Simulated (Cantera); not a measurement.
## Equilibrium for fluorocarbon and chlorocarbon gases: CF4 + CH4 + H2

A closed system holds: 1 mol CF4, 0.56 mol CH4, 0.39 mol H2, held at 11.0 mbar.

Method: chemical equilibrium by Gibbs-energy minimisation in Cantera with the NASA 1993 tables (ideal gas, pure condensed phases). Candidate condensed phases: C, C6H6, C7H8, C8H18; 95 gas species. Gases not in the tables: C2F6 and larger saturated fluorocarbons. The numbers say what is thermodynamically allowed, not how fast it happens.

From 1375 K to 2425 K the condensed part is C(graphite). The main C-bearing gas is CF4 at 1375 K and CF2 at 2425 K. The share of C in condensed phases is highest at 2425 K (86.8 %) and lowest at 2125 K (80.9 %).

```json
[
 {"T (K)": "1375", "x HF": "0.925", "x F": "3.03e-6", "x CF4": "0.0750", "x CF2": "1.45e-5", "n C(graphite)": "1.31"},
 {"T (K)": "1525", "x HF": "0.925", "x F": "4.61e-5", "x CF4": "0.0749", "x CF2": "0.000161", "n C(graphite)": "1.31"},
 {"T (K)": "1675", "x HF": "0.924", "x F": "0.000430", "x CF4": "0.0742", "x CF2": "0.00115", "n C(graphite)": "1.31"},
 {"T (K)": "1825", "x HF": "0.920", "x F": "0.00276", "x CF4": "0.0708", "x CF2": "0.00576", "n C(graphite)": "1.31"},
 {"T (K)": "1975", "x HF": "0.906", "x F": "0.0129", "x CF4": "0.0591", "x CF2": "0.0210", "n C(graphite)": "1.29"},
 {"T (K)": "2125", "x HF": "0.871", "x F": "0.0435", "x CF4": "0.0330", "x CF2": "0.0510", "n C(graphite)": "1.26"},
 {"T (K)": "2275", "x HF": "0.824", "x F": "0.0980", "x CF4": "0.00746", "x CF2": "0.0674", "n C(graphite)": "1.28"},
 {"T (K)": "2425", "x HF": "0.794", "x F": "0.152", "x CF4": "0.000672", "x CF2": "0.0493", "n C(graphite)": "1.35"}
]
```
x: gas mole fraction; n: condensed amount in mol.
